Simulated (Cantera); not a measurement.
A Cantera script and its output.

```python
import numpy as np
import cantera as ct

gas = ct.Solution("h2o2.yaml")
gas.TPX = 375, 20000, {'H2': 1, 'O2': 0.2, 'N2': 0.752}
flame = ct.FreeFlame(gas, width=0.12)
flame.set_refine_criteria(ratio=3, slope=0.08, curve=0.16)
flame.transport_model = "mixture-averaged"
flame.solve(loglevel=0, auto=True)
z, T = flame.grid, flame.T
thick = (T[-1] - T[0]) / np.gradient(T, z).max()
show = ['H2', 'O2', 'H2O', 'OH', 'O', 'H']
print(f"laminar burning velocity  {flame.velocity[0] * 100:.3f} cm/s")
print(f"burnt temperature         {T[-1]:.1f} K")
print(f"thermal thickness         {thick * 1e3:.4f} mm")
print(f"grid points               {len(z)}")
z0 = z[flame.heat_release_rate.argmax()]
print(f"{'z/mm':>9s}{'T/K':>9s}{'u/(m/s)':>9s}" + "".join(f"{s:>11s}" for s in show))
rows = []
for k in (-3, -2, -1.5, -1, -0.5, -0.25, 0, 0.25, 0.5, 1, 2, 4, 8):
    zz = z0 + k * thick
    rows.append([k * thick, np.interp(zz, z, T), np.interp(zz, z, flame.velocity),
                 *(np.interp(zz, z, flame.X[gas.species_index(s)]) for s in show)])
    print(f"{rows[-1][0] * 1e3:9.3f}{rows[-1][1]:9.1f}{rows[-1][2]:9.3f}" + "".join(f"{x:11.3e}" for x in rows[-1][3:]))
```

It prints:

```
laminar burning velocity  325.538 cm/s
burnt temperature         1950.8 K
thermal thickness         3.2664 mm
grid points               155
     z/mm      T/K  u/(m/s)         H2         O2        H2O         OH          O          H
   -9.799    375.0    3.255  5.123e-01  1.025e-01  5.225e-16  3.325e-19  7.129e-17  5.619e-19
   -6.533    375.0    3.255  5.123e-01  1.025e-01  1.999e-13  9.656e-17  2.070e-14  1.665e-16
   -4.900    375.0    3.255  5.123e-01  1.025e-01  3.261e-11  1.021e-14  2.188e-12  4.715e-14
   -3.266    375.0    3.255  5.123e-01  1.025e-01  1.125e-08  2.812e-12  4.133e-10  2.083e-10
   -1.633    390.1    3.375  5.101e-01  1.026e-01  4.107e-04  3.370e-05  3.548e-06  6.199e-05
   -0.817    628.8    5.315  4.800e-01  9.644e-02  1.926e-02  3.873e-04  1.291e-04  7.781e-03
    0.000   1012.3    8.323  3.837e-01  6.350e-02  9.328e-02  8.097e-04  1.805e-03  5.108e-02
    0.817   1253.8   10.277  2.959e-01  1.209e-02  1.918e-01  1.290e-03  1.530e-03  8.970e-02
    1.633   1344.3   10.983  2.829e-01  1.272e-03  2.138e-01  1.177e-03  4.887e-04  9.104e-02
    3.266   1433.4   11.642  2.888e-01  1.394e-04  2.172e-01  1.363e-03  3.419e-04  8.049e-02
    6.533   1530.3   12.342  2.980e-01  9.978e-05  2.187e-01  1.541e-03  2.952e-04  6.673e-02
   13.066   1632.6   13.065  3.080e-01  7.133e-05  2.205e-01  1.589e-03  2.193e-04  5.176e-02
   26.131   1726.3   13.714  3.174e-01  4.312e-05  2.224e-01  1.455e-03  1.372e-04  3.766e-02
```

Detailed kinetics in Cantera: the H2/O2 subset of GRI-Mech 3.0, which has no nitrogen chemistry. Burning velocities carry a grid error of a few per cent, more on coarse grids.
